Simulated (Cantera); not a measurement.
A closed system holds: 1 mol CaCl₂, a varied amount of O₂, 53 mol H₂, held at 1750 K and 90.0 Pa.

Method: chemical equilibrium by Gibbs-energy minimisation in Cantera with the NASA 1993 tables (ideal gas, pure condensed phases). Candidate condensed phases: Ca, CaCl₂, CaO, Ca(OH)₂, H₂O; 21 gas species. Condensed phases not in the tables: oxide chlorides. Rates play no part.

Problem. What share of the Ca ends up in condensed phases as a function of n(O₂) (mol), at 0.13, 0.21, 0.36, 0.6, 1, 1.7, 2.8, 4.7, 7.9?

Solution. 
| n(O₂) (mol) | Ca condensed (%) | as |
|---|---|---|
| 0.13 | 14.2 | CaO(s) |
| 0.21 | 21.6 | CaO(s) |
| 0.36 | 31.5 | CaO(s) |
| 0.6 | 42.0 | CaO(s) |
| 1 | 53.0 | CaO(s) |
| 1.7 | 64.1 | CaO(s) |
| 2.8 | 73.5 | CaO(s) |
| 4.7 | 81.6 | CaO(s) |
| 7.9 | 87.8 | CaO(s) |
